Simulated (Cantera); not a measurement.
A closed system holds: 1 mol Cu, 3.2 mol HF, equilibrated at 1375 K.

Equilibrium computed with Cantera from the NASA thermochemical tables; the gas is ideal and each condensed phase is pure. Candidate condensed phases: Cu, CuF₂; 15 gas species. The numbers say what is thermodynamically allowed, not how fast it happens.

log p: log10 of the partial pressure in bar; n: condensed amount in mol.

```tsv
P (Pa)	log p HF	log p Cu	log p CuF	log p H₂	log p H	log p H₂F₂	n Cu(l)
1	-5.04	-6.08	-7.03	___	-9.13	-14.89	0.679
6.80	-4.18	-6.08	-6.45	___	-8.84	-13.16	0.944
46	-3.34	-6.08	-5.89	___	-8.56	-11.49	0.985
320	-2.50	-6.08	-5.33	___	-8.28	-9.80	0.995
2200	-1.66	-6.08	-4.77	___	-8.00	-8.12	0.997
15000	-0.82	-6.08	-4.22	___	-7.72	-6.46	0.999
100000	0.00	-6.08	-3.67	___	-7.45	-4.81	0.999
```

Task: Some entries are withheld; supply them.

Result: 
- 1, log p H₂: -7.33
- 6.80, log p H₂: -6.75
- 46, log p H₂: -6.20
- 320, log p H₂: -5.63
- 2200, log p H₂: -5.07
- 15000, log p H₂: -4.52
- 100000, log p H₂: -3.97
